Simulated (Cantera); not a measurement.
Gas activation for diamond growth

A perfectly stirred reactor is fed with CH4 : H2 : H = 0.011 : 1 : 0.031 (molar parts), at 0.0133 bar; it is held at 1625 K, and followed from long to short residence time.

Model: GRI-Mech 3.0 (53 species, 325 reactions), integrated in Cantera. GRI-Mech 3.0 stops at C3 and has no aromatics, soot or wall deposition, so with more carbon than oxygen in the feed, carbon stays in small species such as C2H2 where larger ones or solid carbon would form. Radical loss at walls, strong at low pressure, is not modelled.

```
τ (s)     x CH4   x H2      x H    x CH2     x CH3   x C2H4
------  -------  -----  -------  -------  --------  -------
7.4     0.00345  0.991  0.00153  1.53e-7  0.000108  5.82e-6
2.3     0.00397  0.990  0.00235  4.05e-7  0.000191  7.04e-6
0.74    0.00433  0.989  0.00367  1.03e-6  0.000325  9.34e-6
0.23    0.00452  0.986  0.00583  2.52e-6  0.000539  1.35e-5
0.074   0.00461  0.983  0.00886  5.33e-6  0.000834  2.03e-5
0.023   0.00482  0.979   0.0128  9.86e-6   0.00125  3.09e-5
0.0074  0.00527  0.974   0.0168  1.52e-5   0.00179  4.46e-5
0.0023  0.00593  0.970   0.0207  2.03e-5   0.00243  5.77e-5
```
x: mole fraction; the columns are a selection and need not sum to one.
